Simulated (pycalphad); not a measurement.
An equivalent pycalphad script:

```python
from pycalphad import Database, equilibrium, calculate, variables as v
import numpy as np
db = Database('COST507.tdb')
comps = ['TI', 'HF', 'B', 'VA']
phases = ['B2M', 'B2TI', 'B4M3', 'B4TI3', 'BCC_A2', 'BETA_RHOMBO_B', 'BM', 'BTI', 'HCP_A3', 'LIQUID']
eq = equilibrium(db, comps, phases, {v.X('HF'): 0.0009, v.X('B'): 0.0037, v.T: np.arange(2850, 499, -40), v.P: 101325, v.N: 1}, output=['HM', 'SM'])
```

Source of the numbers: pycalphad with the COST 507 light-alloy database (1999); pressure 1 atm. The database dates from 1999; later assessments differ in places, in temperatures and in the compounds included. Phase fractions are per mole of atoms. Kinetics are ignored, which matters at the lower temperatures.

Results at three of the temperatures:

```
T = 1770.00 K, P = 101325 Pa, N = 1 mol of atoms
G = -105577 J/mol, H = 48939 J/mol, S = 87.30 J/(mol K)  (SER reference)
chemical potentials (J/mol): Ti -105099, Hf -236988, B -202275
phase             fraction      x(Ti)      x(Hf)       x(B)
BCC_A2              0.9969     0.9970   0.000903     0.0021
BM                  0.0031     0.4999    8.3e-05     0.5000
```

```
T = 1250.00 K, P = 101325 Pa, N = 1 mol of atoms
G = -62994 J/mol, H = 32191 J/mol, S = 76.15 J/(mol K)  (SER reference)
chemical potentials (J/mol): Ti -62462, Hf -153231, B -184419
phase             fraction      x(Ti)      x(Hf)       x(B)
BCC_A2              0.9954     0.9977   0.000904     0.0014
BM                  0.0046     0.4999   5.31e-05     0.5000
```

```
T = 650.00 K, P = 101325 Pa, N = 1 mol of atoms
G = -24683 J/mol, H = 9109 J/mol, S = 51.99 J/(mol K)  (SER reference)
chemical potentials (J/mol): Ti -24106, Hf -63533, B -170267
phase             fraction      x(Ti)      x(Hf)       x(B)
HCP_A3              0.9931     0.9988   0.000906   0.000245
BM                  0.0069     0.5000    2.4e-05     0.5000
```

Changes of the phase set, refined by bisection:

| T (K) | phases above | phases below |
|---|---|---|
| 1932.9 | liquid | bcc + liquid |
| 1814.1 | bcc + liquid | bcc + BM |
| 1155.4 | bcc + BM | bcc + BM + hcp |
| 1155.2 | bcc + BM + hcp | BM + hcp |

Database names, with the compositions (at.%) that they take in these runs: BM: Ti 50 B 50. BCC_A2 is bcc; HCP_A3 is hcp.
